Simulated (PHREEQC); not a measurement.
A solution holds 2.4 mol/kgw HCl and 0.027 mol/kgw K2SO4, at 20 °C. Closed to the air; pH follows from the charge balance.

All values are PHREEQC results (Pitzer model, pitzer.dat), not measurements.

Each row changes one thing in this solution. No solid was allowed to form.

```tsv
case	pH	HSO4- (mol/kgw)	SO4-2 (mol/kgw)	SI of Sylvite (KCl)	SI of Arcanite (K2SO4)
as made	-0.73	0.0201	0.00693	-1.96	-4.97
diluted 2-fold with water	-0.16	0.0102	0.00332	-2.64	-5.55
0.01 mol/kgw Ca(HCO3)2 added	-0.73	0.0201	0.00694	-1.96	-4.97
HCl from 2.4 to 0.48 mol/kgw	0.39	0.0205	0.00652	-2.75	-4.20
K2SO4 from 0.027 to 0.0405 mol/kgw	-0.73	0.0303	0.0102	-1.78	-4.45
```

Species that the database lacks are ignored. In brines, pH and single-ion activities rest on the MacInnes convention.
